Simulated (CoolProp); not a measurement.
A single-stage vapour-compression cycle with R141b: evaporating at 305.15 K (dew point), condensing at 325.15 K (bubble point), superheat 8 K, subcooling 0 K, compressor efficiency 0.8, no pressure losses. Each further row changes one setting.

Computed with CoolProp (reference Helmholtz-energy equation of state, Lemmon 2006). It is a short technical equation, of lower accuracy than the large ones.

| case | cooling COP | pressure ratio | discharge temperature (K) | refrigerating effect (kJ/kg) | volumetric capacity (kJ/m³) |
|---|---|---|---|---|---|
| as stated | 11.5 | 1.92 | 337.7 | 206 | 968 |
| evaporating temperature 310.15 K | 15.8 | 1.62 | 336.4 | 209 | 1160 |
| condensing temperature 320.15 K | 15.5 | 1.65 | 331.8 | 212 | 996 |
| subcooling 5 K | 11.8 | 1.92 | 337.7 | 212 | 996 |
| superheat 18 K | 11.5 | 1.92 | 347.9 | 214 | 971 |
| compressor efficiency 0.7 | 10.0 | 1.92 | 340.7 | 206 | 968 |
